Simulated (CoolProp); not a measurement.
R1233zd(E) along the isobar 101 kPa: fugacity coefficient from the reference equation and from simpler models built on Tc = 438.9 K, pc = 3583 kPa, ω = 0.304; each cubic takes its own stable root.

Model: reference Helmholtz-energy equation of state, Akasaka 2022, in CoolProp.

```tsv
T (K)	phase	reference
215.1	liquid	0.01620
235.8	liquid	0.06811
256.5	liquid	0.2166
277.2	liquid	0.5576
297.8	gas	0.9633
318.5	gas	0.9707
339.2	gas	0.9762
359.9	gas	0.9805
380.6	gas	0.9838
401.3	gas	0.9864
422	gas	0.9886
```

Task: How far does each simpler model (Redlich-Kwong, Soave-Redlich-Kwong) lie from the reference over these 11 states: mean and median of the absolute difference, and the worst?

Result: 
- Redlich-Kwong: mean 63.5 %, median 0.6 %, worst +274.0 % at 215.1 K and 101 kPa
- Soave-Redlich-Kwong: mean 0.9 %, median 0.3 %, worst -3.3 % at 215.1 K and 101 kPa

At some of these states Redlich-Kwong gives the other phase, because its saturation line lies elsewhere.
